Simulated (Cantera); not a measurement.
Input: 1 mol SiCl₄, 1.9 mol HCl, 8.3 mol H₂, equilibrated at 10000 Pa.

Equilibrium computed with Cantera from the NASA thermochemical tables; the gas is ideal and each condensed phase is pure. Candidate condensed phases: Si; 19 gas species. The tables' values for SiCl₃ are old estimates; treat these amounts as uncertain. Rates play no part. All values below are at 1048 K.

Base state: H₂ 0.737, HCl 0.174, SiCl₄ 0.0851, SiHCl₃ 0.00369, SiCl₃ 0.000426, SiCl₂ 3.91e-5, SiH₂Cl₂ 1.82e-5 (mole fractions); condensed: gas only.

Q: What changes in the equilibrium state with this change: SiCl₄ replaced by Si?

A: 
```tsv
species	before	after
H₂	0.737	0.930
SiCl₄	0.0851	0.0314
HCl	0.174	0.0229
SiHCl₃	0.00369	0.0130
SiH₂Cl₂	1.82e-5	0.000616
SiCl₂	3.91e-5	0.00105
SiCl₃	0.000426	0.00134
Si(s), mol	0	0.538
```
